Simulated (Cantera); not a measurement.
Charge: 1 mol CuO, 0.71 mol CO, equilibrated at 310 Pa.

These are equilibrium values from Cantera (NASA tables, ideal gas, pure condensed phases), not measurements of a reactor. Candidate condensed phases: C, Cu, CuO, Cu2O; 15 gas species. Equilibrium is a limit: real reactors are often held back by kinetics, nucleation or transport. All values below are at 1798 K.

Base state: CO2 0.679, Cu 0.171, O2 0.143, CO 0.00651, O 0.000810, CuO 0.000476, Cu2 0.000324 (mole fractions); condensed: Cu(l).

Problem. What changes in the equilibrium state with this change: CO from 0.71 to 1.6 mol?

Solution. 
```
species       before     after
----------  --------  --------
CO2            0.679     0.518
CO           0.00651     0.311
Cu             0.171     0.171
O2             0.143   3.64e-5
O           0.000810   1.29e-5
CuO         0.000476   7.60e-6
Cu2         0.000324  0.000324
Cu(l), mol     0.822     0.669
```
